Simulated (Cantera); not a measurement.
Input: 1 mol toluene, 0.21 mol H2O, 13 mol H2, equilibrated at 101000 Pa.

Equilibrium computed with Cantera from the NASA thermochemical tables; the gas is ideal and each condensed phase is pure. Candidate condensed phases: C, C6H6, C7H8, C8H18, H2O; 110 gas species. Equilibrium is a limit: real reactors are often held back by kinetics, nucleation or transport. All values below are at 427 °C.

Base state: CH4 0.685, H2 0.295, H2O 0.0202, CO 0.000145, CO2 9.38e-5 (mole fractions); condensed: gas only.

Question: What changes in the equilibrium state with this change: pressure from 101000 Pa to 57.0 Pa?

Answer: 
```
species             before     after
----------------  --------  --------
H2                   0.295     0.983
CO                0.000145   0.00946
CH4                  0.685   0.00469
H2O                 0.0202   0.00227
CO2                9.38e-5  0.000206
C(graphite), mol         0      6.75
```

Question: What changes in the equilibrium state with this change: H2O from 0.21 to 2.3 mol?

Answer: 
| species | before | after |
|---|---|---|
| CH4 | 0.685 | 0.551 |
| H2 | 0.295 | 0.272 |
| H2O | 0.0202 | 0.168 |
| CO2 | 9.38e-5 | 0.00716 |
| CO | 0.000145 | 0.00123 |
